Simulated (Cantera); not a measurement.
## Ammonia decomposition in nitride growth gas

An isothermal, constant-pressure homogeneous reactor starts with 56.8 % NH₃, 43.2 % N₂, at 1850 K and 2670 Pa.

Computed with Cantera and the gas-phase N/H chemistry of the illustrative SiF4/NH3 mechanism in the Surface Chemkin manual (1991). Walls and surfaces, which speed up NH3 decomposition in real reactors, are not modelled.

```json
[
 {"t (s)": "4.00e-5", "x NH₃": "0.568", "x N₂H₂": "4.19e-12", "x N₂": "0.432", "x N": "<1e-12", "x H₂": "9.85e-7", "x H": "1.08e-7", "x N₂H₄": "<1e-12"},
 {"t (s)": "9.49e-5", "x NH₃": "0.568", "x N₂H₂": "5.15e-11", "x N₂": "0.432", "x N": "<1e-12", "x H₂": "2.48e-6", "x H": "1.08e-7", "x N₂H₄": "<1e-12"},
 {"t (s)": "0.000225", "x NH₃": "0.568", "x N₂H₂": "5.09e-10", "x N₂": "0.432", "x N": "<1e-12", "x H₂": "6.04e-6", "x H": "1.08e-7", "x N₂H₄": "6.33e-12"},
 {"t (s)": "0.000533", "x NH₃": "0.568", "x N₂H₂": "4.01e-9", "x N₂": "0.432", "x N": "2.57e-12", "x H₂": "1.45e-5", "x H": "1.09e-7", "x N₂H₄": "3.77e-11"},
 {"t (s)": "0.00126", "x NH₃": "0.568", "x N₂H₂": "2.76e-8", "x N₂": "0.432", "x N": "4.19e-11", "x H₂": "3.50e-5", "x H": "1.13e-7", "x N₂H₄": "2.16e-10"},
 {"t (s)": "0.00300", "x NH₃": "0.568", "x N₂H₂": "1.82e-7", "x N₂": "0.432", "x N": "3.59e-10", "x H₂": "8.97e-5", "x H": "1.40e-7", "x N₂H₄": "1.21e-9"},
 {"t (s)": "0.00711", "x NH₃": "0.568", "x N₂H₂": "1.07e-6", "x N₂": "0.432", "x N": "1.70e-9", "x H₂": "0.000307", "x H": "3.18e-7", "x N₂H₄": "6.27e-9"},
 {"t (s)": "0.0169", "x NH₃": "0.566", "x N₂H₂": "3.45e-6", "x N₂": "0.432", "x N": "8.51e-9", "x H₂": "0.00158", "x H": "1.19e-6", "x N₂H₄": "1.88e-8"},
 {"t (s)": "0.0400", "x NH₃": "0.561", "x N₂H₂": "4.15e-6", "x N₂": "0.432", "x N": "2.69e-8", "x H₂": "0.00617", "x H": "3.36e-6", "x N₂H₄": "2.16e-8"},
 {"t (s)": "0.0949", "x NH₃": "0.550", "x N₂H₂": "4.04e-6", "x N₂": "0.432", "x N": "6.99e-8", "x H₂": "0.0172", "x H": "8.04e-6", "x N₂H₄": "1.95e-8"},
 {"t (s)": "0.225", "x NH₃": "0.523", "x N₂H₂": "3.75e-6", "x N₂": "0.434", "x N": "1.58e-7", "x H₂": "0.0424", "x H": "1.82e-5", "x N₂H₄": "1.64e-8"},
 {"t (s)": "0.533", "x NH₃": "0.468", "x N₂H₂": "3.15e-6", "x N₂": "0.436", "x N": "2.80e-7", "x H₂": "0.0957", "x H": "3.96e-5", "x N₂H₄": "1.26e-8"},
 {"t (s)": "1.27", "x NH₃": "0.365", "x N₂H₂": "2.18e-6", "x N₂": "0.440", "x N": "3.84e-7", "x H₂": "0.194", "x H": "8.26e-5", "x N₂H₄": "8.33e-9"},
 {"t (s)": "3.00", "x NH₃": "0.221", "x N₂H₂": "1.08e-6", "x N₂": "0.447", "x N": "4.33e-7", "x H₂": "0.332", "x H": "0.000161", "x N₂H₄": "3.96e-9"}
]
```
x: mole fraction; the columns are a selection and need not sum to one.

Equilibrium at this temperature and pressure: NH₃ 1.88e-7, N₂H₂ <1e-12, N₂ 0.456, N 3.58e-10, H₂ 0.542, H 0.00244, N₂H₄ <1e-12 (gas phase only).
